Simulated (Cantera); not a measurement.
An adiabatic, constant-volume homogeneous reactor starts with 7.75 % CH₄, 19.4 % O₂, 72.9 % N₂, equivalence ratio 0.80, at 1248 K and 9.87 atm.

Cantera simulation using GRI-Mech 3.0 (53 species, 325 reactions); the numbers are that mechanism's predictions, not measurements.

x: mole fraction; the columns are a selection and need not sum to one.

```tsv
t (s)	T (K)	P (bar)	x CH₄	x O₂	x O	x CO₂	x NO	x OH
2.00e-6	1248	10.0	0.0775	0.194	1.64e-11	<1e-12	<1e-12	3.53e-11
7.27e-6	1248	10.00	0.0775	0.194	5.22e-11	<1e-12	<1e-12	1.39e-10
2.64e-5	1248	10.00	0.0775	0.194	2.21e-10	2.36e-12	<1e-12	7.24e-10
9.59e-5	1248	10.0	0.0775	0.194	1.45e-9	3.02e-10	<1e-12	4.79e-9
0.000348	1248	10.0	0.0774	0.194	…	…	<1e-12	…
0.00126	1254	10.0	0.0766	0.193	1.81e-8	6.79e-7	<1e-12	7.56e-8
0.00459	2884	23.5	<1e-12	0.0351	0.00291	0.0617	0.0160	0.0141
0.0167	2884	23.5	<1e-12	0.0351	0.00291	0.0617	0.0160	0.0141
0.0606	2884	23.5	<1e-12	0.0351	0.00291	0.0617	0.0160	0.0141
0.220	2884	23.5	<1e-12	0.0351	0.00291	0.0617	0.0160	0.0141
0.800	2884	23.5	<1e-12	0.0351	0.00291	0.0617	0.0160	0.0141
```

Q: Some entries are withheld; supply them.

A: 
- 0.000348, x O: 4.96e-9
- 0.000348, x CO₂: 1.97e-8
- 0.000348, x OH: 1.65e-8
